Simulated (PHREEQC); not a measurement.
Dissolve 0.18 mol/kgw NH3, 0.28 mol/kgw K2SO4 and 0.00015 mol/kgw H3BO3 at 25 °C. Closed to the air; pH follows from the charge balance.

Equilibrium calculation in PHREEQC: ion-association model, phreeqc.dat.

```
Property                      Value
--------------------  -------------
pH                            11.35
ionic strength        0.643 mol/kgw
activity of water             0.984
specific conductance    39300 µS/cm
density                 1.033 g/cm³
total alkalinity         180 meq/kg
```

| species | molality | activity | log γ |
|---|---|---|---|
| K+ | 0.461 | 0.288 | -0.203 |
| SO4-2 | 0.179 | 0.0333 | -0.732 |
| NH3 | 0.176 | 0.204 | 0.064 |
| KSO4- | 0.0995 | 0.0675 | -0.169 |
| OH- | 0.00362 | 0.00222 | -0.213 |
| NH4+ | 0.00284 | 0.00161 | -0.247 |
| NH4SO4- | 0.000929 | 0.000691 | -0.129 |
| H2BO3- | 0.000149 | 0.000111 | -0.129 |
| H3BO3 | 7.47e-7 | 8.66e-7 | 0.064 |

Precipitation was switched off in this run. Species that the database lacks are ignored.
